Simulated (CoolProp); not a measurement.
Properties of R141b at several states.

The numbers come from the reference Helmholtz-energy equation of state, Lemmon 2006 in CoolProp. It is a short technical equation, of lower accuracy than the large ones.

```tsv
T (K)	p (MPa)	phase	density (kg/m³)	cp (kJ/(kg K))	cv (kJ/(kg K))	speed of sound (m/s)
191.1	8.19	liquid	1437	1.117	0.7826	1288
242.1	0.866	liquid	1339	(withheld)	(withheld)	1042
251	8.2	liquid	1333	(withheld)	0.7779	1039
205.8	0.0304	liquid	(withheld)	(withheld)	(withheld)	1193
```

**Question.** Some entries are withheld; supply them.

**Answer.** 
- 242.1, cp (kJ/(kg K)): 1.102
- 242.1, cv (kJ/(kg K)): 0.7717
- 251, cp (kJ/(kg K)): 1.101
- 205.8, density (kg/m³): 1403
- 205.8, cp (kJ/(kg K)): 1.105
- 205.8, cv (kJ/(kg K)): 0.7702
